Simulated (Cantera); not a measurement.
**Equilibrium for hydrogen reduction and annealing atmospheres: Nb2O5 + H2**

Input: 1 mol Nb2O5, a varied amount of H2, held at 802 °C and 0.0133 bar.

Method: chemical equilibrium by Gibbs-energy minimisation in Cantera with the NASA 1993 tables (ideal gas, pure condensed phases). Candidate condensed phases: H2O, Nb, NbO, NbO2, Nb2O5; 12 gas species. Mutual solubility and eutectic melting of coexisting phases are not modelled. Condensed phases not in the tables: the oxides between NbO2 and Nb2O5. Kinetics and transport are ignored.

| n(H2) (mol) | log p H2 | log p H2O | log p H | n NbO2(s) | n Nb2O5(s) |
|---|---|---|---|---|---|
| 29 | -1.88 | -3.91 | -8.77 | 0.534 | 0.733 |
| 36 | -1.88 | -3.91 | -8.77 | 0.663 | 0.669 |
| 46 | -1.88 | -3.91 | -8.77 | 0.847 | 0.577 |
| 58 | -1.88 | -3.91 | -8.77 | 1.07 | 0.466 |
| 74 | -1.88 | -3.91 | -8.77 | 1.36 | 0.319 |
| 94 | -1.88 | -3.91 | -8.77 | 1.73 | 0.135 |
| 120 | -1.88 | -3.95 | -8.77 | 2.00 | 0 |
| 150 | -1.88 | -4.05 | -8.77 | 2.00 | 0 |
| 190 | -1.88 | -4.15 | -8.77 | 2.00 | 0 |
| 240 | -1.88 | -4.26 | -8.77 | 2.00 | 0 |
| 310 | -1.88 | -4.37 | -8.77 | 2.00 | 0 |
| 390 | -1.88 | -4.47 | -8.77 | 2.00 | 0 |
| 500 | -1.88 | -4.57 | -8.77 | 2.00 | 0 |
log p: log10 of the partial pressure in bar; n: condensed amount in mol.

From 29 mol H2 to 94 mol H2 the condensed part is NbO2(s) + Nb2O5(s). From 120 mol H2 to 500 mol H2 the condensed part is NbO2(s).
